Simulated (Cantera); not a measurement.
An adiabatic, constant-volume homogeneous reactor starts with CH4 : O2 : N2 = 1 : 1.33 : 5.01 (molar parts), equivalence ratio 1.5, at 1048 K and 13.0 bar. Integrator tolerance rtol = 1e-08.

Model: GRI-Mech 3.0 (53 species, 325 reactions), integrated in Cantera. The pressure lies above the range GRI-Mech 3.0 was tuned for (to about 10 atm).

**Question.** What does this change do: pressure from 13.0 bar to 6.20 bar?

**Answer.** 
| quantity | before | after |
|---|---|---|
| time of steepest temperature rise | 32.5 ms | 78.0 ms |
| temperature at 3.00 s | 2823 K | 2802 K |
| equilibrium temperature | 2823 K | 2802 K |
| x(CH4) at 3.00 s | 3.22e-10 (gas-phase equilibrium 3.61e-10) | 7.70e-11 (gas-phase equilibrium 8.70e-11) |
| x(O2) at 3.00 s | 8.12e-5 (gas-phase equilibrium 8.12e-5) | 0.000144 (gas-phase equilibrium 0.000144) |
| x(H) at 3.00 s | 0.00391 (gas-phase equilibrium 0.00391) | 0.00529 (gas-phase equilibrium 0.00529) |
| x(CO2) at 3.00 s | 0.0311 (gas-phase equilibrium 0.0311) | 0.0310 (gas-phase equilibrium 0.0310) |
| x(NO) at 3.00 s | 0.000666 (gas-phase equilibrium 0.000666) | 0.000862 (gas-phase equilibrium 0.000862) |
| x(CH3) at 3.00 s | 2.82e-10 (gas-phase equilibrium 3.16e-10) | 9.17e-11 (gas-phase equilibrium 1.04e-10) |

**Question.** What does this change do: 0.052 parts H2 added?

**Answer.** 
| quantity | before | after |
|---|---|---|
| time of steepest temperature rise | 32.5 ms | 8.75 ms |
| temperature at 3.00 s | 2823 K | 2815 K |
| equilibrium temperature | 2823 K | 2815 K |
| x(CH4) at 3.00 s | 3.22e-10 (gas-phase equilibrium 3.61e-10) | 3.94e-10 (gas-phase equilibrium 4.41e-10) |
| x(O2) at 3.00 s | 8.12e-5 (gas-phase equilibrium 8.12e-5) | 6.84e-5 (gas-phase equilibrium 6.84e-5) |
| x(H) at 3.00 s | 0.00391 (gas-phase equilibrium 0.00391) | 0.00392 (gas-phase equilibrium 0.00392) |
| x(CO2) at 3.00 s | 0.0311 (gas-phase equilibrium 0.0311) | 0.0296 (gas-phase equilibrium 0.0296) |
| x(NO) at 3.00 s | 0.000666 (gas-phase equilibrium 0.000666) | 0.000602 (gas-phase equilibrium 0.000602) |
| x(CH3) at 3.00 s | 2.82e-10 (gas-phase equilibrium 3.16e-10) | 3.27e-10 (gas-phase equilibrium 3.66e-10) |
